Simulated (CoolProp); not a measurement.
Methanol along the isotherm 620 K: density (kg/m³) from the reference equation and from simpler models built on Tc = 513.4 K, pc = 8216 kPa, ω = 0.565; each cubic takes its own stable root.

Model: reference Helmholtz-energy equation of state, de Reuck 1993, in CoolProp.

```json
[
 {"p (kPa)": "2930", "phase": "gas", "reference": "19.41", "ideal gas": "18.21", "van der Waals": "19.57", "Redlich-Kwong": "19.61", "Soave-Redlich-Kwong": "19.24", "Peng-Robinson": "19.46"},
 {"p (kPa)": "5870", "phase": "gas", "reference": "41.74", "ideal gas": "36.49", "van der Waals": "42.80", "Redlich-Kwong": "42.76", "Soave-Redlich-Kwong": "40.86", "Peng-Robinson": "41.78"},
 {"p (kPa)": "8800", "phase": "supercritical", "reference": "67.32", "ideal gas": "54.70", "van der Waals": "71.57", "Redlich-Kwong": "70.61", "Soave-Redlich-Kwong": "64.98", "Peng-Robinson": "67.15"},
 {"p (kPa)": "11700", "phase": "supercritical", "reference": "96.68", "ideal gas": "72.72", "van der Waals": "109.3", "Redlich-Kwong": "104.4", "Soave-Redlich-Kwong": "91.44", "Peng-Robinson": "95.37"},
 {"p (kPa)": "14700", "phase": "supercritical", "reference": "131.1", "ideal gas": "91.37", "van der Waals": "158.9", "Redlich-Kwong": "146.2", "Soave-Redlich-Kwong": "120.9", "Peng-Robinson": "127.1"},
 {"p (kPa)": "17600", "phase": "supercritical", "reference": "170.4", "ideal gas": "109.4", "van der Waals": "199.3", "Redlich-Kwong": "187.9", "Soave-Redlich-Kwong": "150.2", "Peng-Robinson": "158.8"},
 {"p (kPa)": "20500", "phase": "supercritical", "reference": "215.4", "ideal gas": "127.4", "van der Waals": "225.7", "Redlich-Kwong": "223.8", "Soave-Redlich-Kwong": "178.3", "Peng-Robinson": "189.5"},
 {"p (kPa)": "23500", "phase": "supercritical", "reference": "264.1", "ideal gas": "146.1", "van der Waals": "244.5", "Redlich-Kwong": "253.3", "Soave-Redlich-Kwong": "204.9", "Peng-Robinson": "218.7"},
 {"p (kPa)": "26400", "phase": "supercritical", "reference": "304.9", "ideal gas": "164.1", "van der Waals": "258.2", "Redlich-Kwong": "276.0", "Soave-Redlich-Kwong": "227.7", "Peng-Robinson": "243.9"},
 {"p (kPa)": "29300", "phase": "supercritical", "reference": "338.9", "ideal gas": "182.1", "van der Waals": "269.3", "Redlich-Kwong": "294.7", "Soave-Redlich-Kwong": "247.7", "Peng-Robinson": "266.2"},
 {"p (kPa)": "32300", "phase": "supercritical", "reference": "368.4", "ideal gas": "200.8", "van der Waals": "278.8", "Redlich-Kwong": "311.0", "Soave-Redlich-Kwong": "265.9", "Peng-Robinson": "286.6"},
 {"p (kPa)": "35200", "phase": "supercritical", "reference": "392.2", "ideal gas": "218.8", "van der Waals": "286.7", "Redlich-Kwong": "324.6", "Soave-Redlich-Kwong": "281.4", "Peng-Robinson": "304.1"},
 {"p (kPa)": "38100", "phase": "supercritical", "reference": "412.6", "ideal gas": "236.8", "van der Waals": "293.6", "Redlich-Kwong": "336.6", "Soave-Redlich-Kwong": "295.3", "Peng-Robinson": "319.8"},
 {"p (kPa)": "41100", "phase": "supercritical", "reference": "431.0", "ideal gas": "255.5", "van der Waals": "300.0", "Redlich-Kwong": "347.7", "Soave-Redlich-Kwong": "308.2", "Peng-Robinson": "334.4"}
]
```
